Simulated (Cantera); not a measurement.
What does this Cantera script print?

```python
import numpy as np
import cantera as ct

gas_names = """
    Br Br2 H HBr H2 N NH NH2 NH3 N2 N2H2 N2H4 Si SiBr SiBr2 SiBr3 SiBr4 SiH SiHBr3 SiH2 SiH2Br2 SiH3
    SiH3Br SiH4 SiN Si2 Si2N Si3
""".split()
cond_names = """
    Br2(cr) Br2(L) Si(cr) Si(L) Si3N4(a)
""".split()


# ... load() reads the species with a 1 bar reference pressure and builds the phases ...
atoms = {
    'Si': {'Si': 1},
    'Br2': {'Br': 2},
    'N2': {'N': 2},
    'HBr': {'H': 1, 'Br': 1},
}
top_T = {'Si3N4(a)': 2400}  # K; cautious upper limits of use, not melting points


# ... equilibrate(T, P, feed) seeds the gas with the atoms and calls Mixture.equilibrate('TP', solver="vcs", rtol=1e-11, max_steps=5000) ...
results = []
feed = {'Si': 1, 'Br2': 4.2, 'N2': 0.19, 'HBr': 12}  # mol
P = 133.322  # Pa
for T in [700, 775, 850, 925, 1000, 1075, 1150, 1225, 1300, 1375, 1450, 1525, 1600, 1675]:
    mix = equilibrate(T, P, feed)
    results.append((T, P, feed, dict(zip(mix.species_names, mix.species_moles))))

top = {s: max(r[3][s] / sum(r[3][g] for g in gas_names) for r in results) for s in gas_names}
cols = sorted((s for s in top if top[s] > 1e-06), key=lambda s: -top[s])[:7]
seen = [c for c in cond_names if any(r[3].get(c, 0) > 1e-12 for r in results)]
print("log10 of partial pressures in bar; condensed amounts in mol")
print(f"{'T/K':>10s}" + "".join(f"{s[:9]:>10s}" for s in cols + seen))
for T, P, feed, n in results:
    ng = sum(n[g] for g in gas_names)
    print(f"{T:10.4g}" + "".join(f"{np.log10(max(n[s] / ng * P / 1e5, 1e-99)):10.3f}" for s in cols)
          + "".join(f"{n.get(c, 0):10.4g}" for c in seen))
```

Output:

```
log10 of partial pressures in bar; condensed amounts in mol
       T/K       HBr        Br       Br2     SiBr4     SiBr2        H2        N2
       700    -2.983    -6.287    -3.721    -4.062   -20.931   -10.995    -4.784
       775    -2.984    -5.585    -3.723    -4.063   -18.114   -10.221    -4.784
       850    -2.985    -5.010    -3.733    -4.064   -15.792    -9.576    -4.785
       925    -2.988    -4.536    -3.760    -4.067   -13.835    -9.020    -4.788
      1000    -2.995    -4.153    -3.823    -4.074   -12.139    -8.513    -4.795
      1075    -3.006    -3.860    -3.952    -4.085   -10.613    -8.013    -4.807
      1150    -3.020    -3.662    -4.179    -4.099    -9.178    -7.470    -4.821
      1225    -3.031    -3.553    -4.510    -4.111    -7.790    -6.860    -4.832
      1300    -3.038    -3.504    -4.897    -4.123    -6.471    -6.219    -4.838
      1375    -3.047    -3.471    -5.265    -4.173    -5.313    -5.629    -4.845
      1450    -3.070    -3.412    -5.537    -4.432    -4.550    -5.190    -4.864
      1525    -3.101    -3.354    -5.773    -5.058    -4.263    -4.823    -4.885
      1600    -3.135    -3.313    -6.011    -5.846    -4.203    -4.477    -4.897
      1675    -3.184    -3.270    -6.217    -6.601    -4.198    -4.209    -4.909
```

Cantera equilibrium calculation (NASA polynomials, part measured and part estimated; ideal gas, pure solids and liquids). The tables' values for SiBr3, SiBr are old estimates; treat these amounts as uncertain.
